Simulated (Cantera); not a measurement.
Input: 1 mol Zr, 1.5 mol N2O, 29 mol N2, held at 0.150 Pa.

Method: chemical equilibrium by Gibbs-energy minimisation in Cantera with the NASA 1993 tables (ideal gas, pure condensed phases). Candidate condensed phases: Zr, ZrN, ZrO2; 13 gas species. Mutual solubility and eutectic melting of coexisting phases are not modelled. ZrN: taken at fixed stoichiometry. Condensed phases not in the tables: solid solutions among these carbides, nitrides and lower oxides. Equilibrium is a limit: real reactors are often held back by kinetics, nucleation or transport.

log p: log10 of the partial pressure in bar; n: condensed amount in mol.

| T (K) | log p N2 | log p ZrO | log p O | log p ZrO2 | log p Zr | log p N | log p NO | n ZrN(s) | n ZrO2(tetragonal) |
|---|---|---|---|---|---|---|---|---|---|
| 1873 | -5.82 | -9.61 | -12.86 | -11.85 | -12.15 | -12.81 | -14.03 | 0.248 | 0.747 |
| 2023 | -5.83 | -7.97 | -11.58 | -10.25 | -10.17 | -11.82 | -13.09 | 0.139 | 0.640 |
| 2173 | -5.83 | (withheld) | (withheld) | (withheld) | (withheld) | (withheld) | (withheld) | 0 | (withheld) |
| 2323 | -5.84 | -7.42 | -7.83 | -8.06 | -10.74 | -10.22 | -9.90 | 0 | 0 |
| 2473 | -5.84 | -7.35 | -7.67 | -8.69 | -9.77 | -9.57 | -9.96 | 0 | 0 |
| 2623 | -5.85 | -7.35 | (withheld) | (withheld) | (withheld) | (withheld) | (withheld) | 0 | 0 |
| 2773 | -5.85 | -7.40 | -7.52 | -10.06 | -8.16 | -8.47 | -10.19 | 0 | 0 |

Q: Complete the blanks.

A: 
- 2623, log p O: -7.61
- 2623, log p ZrO2: -9.41
- 2623, log p Zr: -8.86
- 2623, log p N: -8.99
- 2623, log p NO: -10.11
- 2173, log p ZrO: -7.61
- 2173, log p O: -9.43
- 2173, log p ZrO2: -8.87
- 2173, log p Zr: -10.56
- 2173, log p N: -10.96
- 2173, log p NO: -11.24
- 2173, n ZrO2(tetragonal): 0.465
